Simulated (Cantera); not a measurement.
Mixture: CH4 : O2 : N2 = 1 : 2 : 7.52 (molar parts), equivalence ratio 1.0, at 9750 Torr, adiabatic and at constant pressure. Ignition delay is the time to a rise of 400 K.

Computed with Cantera and GRI-Mech 3.0 (53 species, 325 reactions). The pressure lies above the range GRI-Mech 3.0 was tuned for (to about 10 atm).

**Question.** What does this change do: pressure from 9750 Torr to 278 Torr?

**Answer.** 
| quantity | before | after |
|---|---|---|
| delay at 1000 K | 62.7 ms | 2.97 s |
| delay at 1200 K | 3.54 ms | 0.102 s |
| delay at 1400 K | 0.391 ms | 7.19 ms |
| delay at 1600 K | 61.0 µs | 1.06 ms |
| delay at 1800 K | 13.0 µs | 0.277 ms |
| apparent activation energy between 1600 and 1800 K | 180 kJ/mol | 160 kJ/mol |

**Question.** What does this change do: 0.16 parts H2 added?

**Answer.** 
```csv
quantity,before,after
delay at 1000 K,62.7 ms,13.6 ms
delay at 1200 K,3.54 ms,0.815 ms
delay at 1400 K,0.391 ms,0.163 ms
delay at 1600 K,61.0 µs,36.4 µs
delay at 1800 K,13.0 µs,9.65 µs
apparent activation energy between 1600 and 1800 K,180 kJ/mol,160 kJ/mol
```

**Question.** What does this change do: N2 7.52 to 18 parts?

**Answer.** 
```json
[
 {"quantity": "delay at 1000 K", "before": "62.7 ms", "after": "0.128 s"},
 {"quantity": "delay at 1200 K", "before": "3.54 ms", "after": "8.09 ms"},
 {"quantity": "delay at 1400 K", "before": "0.391 ms", "after": "0.951 ms"},
 {"quantity": "delay at 1600 K", "before": "61.0 µs", "after": "0.140 ms"},
 {"quantity": "delay at 1800 K", "before": "13.0 µs", "after": "26.3 µs"},
 {"quantity": "apparent activation energy between 1600 and 1800 K", "before": "180 kJ/mol", "after": "200 kJ/mol"}
]
```
